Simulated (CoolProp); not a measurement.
Properties of carbon dioxide along the isobar 5.99 bar (Tc = 304.1 K, pc = 73.77 bar, ω = 0.224).

The numbers come from the reference Helmholtz-energy equation of state, Span 1996 in CoolProp.

```tsv
T (K)	phase	speed of sound (m/s)	Joule-Thomson coefficient (K/MPa)
243.3	gas	237.3	18.85
278.9	gas	255.8	13.03
314.5	gas	272.0	9.562
350.1	gas	286.8	7.320
385.7	gas	300.5	5.784
421.3	gas	313.5	4.682
456.9	gas	325.9	3.861
492.5	gas	337.7	3.232
```
